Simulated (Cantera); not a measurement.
Input (Python, Cantera) and output of one run.

```python
import numpy as np
import cantera as ct

gas_names = """
    B BH BH2 BH3 BN B2 H H2 N NH NH2 NH3 N2 N2H2 N2H4
""".split()
cond_names = """
    B(b) B(L) BN(s)
""".split()


# ... load() reads the species with a 1 bar reference pressure and builds the phases ...
atoms = {
    'BN': {'B': 1, 'N': 1},
    'H2': {'H': 2},
    'N2': {'N': 2},
}
top_T = {'BN(s)': 3200}  # K; cautious upper limits of use, not melting points


# ... equilibrate(T, P, feed) seeds the gas with the atoms and calls Mixture.equilibrate('TP', solver="vcs", rtol=1e-11, max_steps=5000) ...
results = []
feed = {'BN': 1, 'H2': 310, 'N2': 54}  # mol
T = 2073.15  # K
P = 23  # Pa
mix = equilibrate(T, P, feed)
results.append((T, P, feed, dict(zip(mix.species_names, mix.species_moles))))
x = sorted(zip(gas.X, gas.species_names), reverse=True)
print(f"T = {T:g} K  P = {P:g} Pa  gas = {mix.phase_moles(0):.4g} mol")
print("   x: " + "  ".join(f"{s} {v:.3e}" for v, s in x if v > 1e-05))
print("   condensed (mol): " + ("  ".join(f"{mix.phase(i).name} {mix.phase_moles(i):.4g}"
      for i in range(1, mix.n_phases) if mix.phase_moles(i) > 1e-12) or "none"))
```

Output:

```
T = 2073.15 K  P = 23 Pa  gas = 394.1 mol
   x: H2 7.128e-01  H 1.465e-01  N2 1.383e-01  B 1.874e-03  BH2 5.000e-04  BH 4.242e-05
   condensed (mol): B(b) 0.04347
```

These are equilibrium values from Cantera (NASA tables, ideal gas, pure condensed phases), not measurements of a reactor. The tables' values for BH2 are old estimates; treat these amounts as uncertain.
